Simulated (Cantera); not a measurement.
An isothermal, constant-pressure homogeneous reactor starts with CO : O₂ : H₂O : N₂ : H₂ = 0.028 : 0.057 : 0.031 : 1 : 0.016 (molar parts), equivalence ratio 0.39, at 1150 K and 7350 Torr.

Model: GRI-Mech 3.0 (53 species, 325 reactions), integrated in Cantera. The hydrogen kinetics of GRI-Mech 3.0 are dated; newer H2 mechanisms differ, most at raised pressure. The temperature is held fixed by assumption; the heat of reaction is taken as removed at once.

x: mole fraction; the columns are a selection and need not sum to one.

| t (s) | x CO | x O₂ | x H₂O | x CO₂ | x H | x OH | x O |
|---|---|---|---|---|---|---|---|
| 0.000100 | 0.0247 | 0.0504 | 0.0274 | 2.16e-7 | … | 2.02e-9 | 2.87e-9 |
| 0.000209 | 0.0247 | 0.0504 | 0.0274 | 1.47e-6 | … | 9.07e-9 | 1.11e-8 |
| 0.000436 | 0.0247 | 0.0503 | 0.0274 | 2.58e-5 | … | 1.41e-7 | 1.52e-7 |
| 0.000911 | 0.0241 | 0.0491 | 0.0290 | 0.000683 | … | 2.26e-6 | 1.67e-6 |
| 0.00190 | 0.0218 | 0.0455 | 0.0344 | 0.00304 | … | 2.35e-6 | 1.63e-6 |
| 0.00397 | 0.0186 | 0.0419 | 0.0390 | 0.00636 | … | 1.72e-6 | 1.21e-6 |
| 0.00829 | 0.0149 | 0.0391 | 0.0412 | 0.0101 | … | 1.15e-6 | 8.10e-7 |
| 0.0173 | 0.0109 | 0.0369 | 0.0420 | 0.0142 | … | 8.43e-7 | 5.19e-7 |
| 0.0362 | 0.00672 | 0.0348 | 0.0422 | 0.0184 | … | 6.66e-7 | 2.92e-7 |
| 0.0755 | 0.00320 | 0.0331 | 0.0423 | 0.0220 | … | 4.71e-7 | 1.18e-7 |
| 0.158 | 0.00121 | 0.0321 | 0.0423 | 0.0240 | … | 2.86e-7 | 3.29e-8 |
| 0.329 | 0.000383 | 0.0317 | 0.0423 | 0.0248 | 8.82e-10 | 1.69e-7 | 7.63e-9 |
| 0.688 | 9.27e-5 | 0.0316 | 0.0423 | 0.0251 | 1.79e-10 | 1.12e-7 | 1.63e-9 |
| 1.44 | 1.13e-5 | 0.0315 | 0.0423 | 0.0252 | 2.44e-11 | 9.76e-8 | 2.62e-10 |
| 3.00 | 6.46e-9 | 0.0315 | 0.0423 | 0.0252 | <1e-12 | 3.35e-7 | 4.68e-10 |

**Question.** Complete the blanks.

**Answer.** 
- 0.000100, x H: 2.59e-9
- 0.000209, x H: 1.12e-8
- 0.000436, x H: 1.62e-7
- 0.000911, x H: 1.90e-6
- 0.00190, x H: 1.34e-6
- 0.00397, x H: 5.60e-7
- 0.00829, x H: 2.05e-7
- 0.0173, x H: 9.07e-8
- 0.0362, x H: 4.43e-8
- 0.0755, x H: 1.61e-8
- 0.158, x H: 4.08e-9
